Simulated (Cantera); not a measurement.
Charge: 1 mol Cu₂O, 72 mol H₂, 3.6 mol N₂, held at 1552 °C and 7300 Pa.

These are equilibrium values from Cantera (NASA tables, ideal gas, pure condensed phases), not measurements of a reactor. Candidate condensed phases: Cu, CuO, Cu(OH)₂, Cu₂O, H₂O; 27 gas species. The numbers say what is thermodynamically allowed, not how fast it happens.

Base state: H₂ 0.928, N₂ 0.0471, H₂O 0.0131, Cu 0.00986, H 0.00157, Cu₂ 2.10e-5 (mole fractions); condensed: Cu(l).

Problem. What changes in the equilibrium state with this change: Cu₂O replaced by Fe₃O₄?

Solution. 
```tsv
species	before	after
H₂	0.928	0.897
H₂O	0.0131	0.0528
N₂	0.0471	0.0476
Cu	0.00986	0
Fe	0	0.000573
Cu₂	2.10e-5	0
H	0.00157	0.00154
Cu(l), mol	1.24	0
Fe(l), mol	0	2.96
```
Further candidate phases: Fe, FeO, Fe(OH)₂, Fe(OH)₃, Fe₂O₃, Fe₃O₄.
